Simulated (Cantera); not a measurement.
Charge: 1 mol HCl, a varied amount of H₂O, held at 1727 °C and 17000 Pa.

Method: chemical equilibrium by Gibbs-energy minimisation in Cantera with the NASA 1993 tables (ideal gas, pure condensed phases). Candidate condensed phases: H₂O; 14 gas species. Kinetics and transport are ignored.

log p: log10 of the partial pressure in bar; nothing condenses.

```
n(H₂O) (mol)  log p HCl  log p H₂O  log p Cl  log p H₂  log p O₂  log p OH
------------  ---------  ---------  --------  --------  --------  --------
0.047             -0.81      -2.12     -2.38     -2.68     -5.97     -4.57
0.11              -0.83        ___     -2.40     -2.69       ___       ___
0.23                ___        ___     -2.44     -2.71       ___       ___
0.52              -0.97      -1.24     -2.51     -2.74     -4.08     -3.66
1.2               -1.13      -1.04     -2.66     -2.76     -3.63     -3.45
2.6               -1.34      -0.92     -2.88     -2.77     -3.38     -3.33
5.8               -1.62      -0.85     -3.15     -2.76     -3.25     -3.26
```

Some entries are withheld; supply them.


- 0.23, log p HCl: -0.88
- 0.23, log p H₂O: -1.51
- 0.23, log p O₂: -4.66
- 0.23, log p OH: -3.94
- 0.11, log p H₂O: -1.78
- 0.11, log p O₂: -5.25
- 0.11, log p OH: -4.22
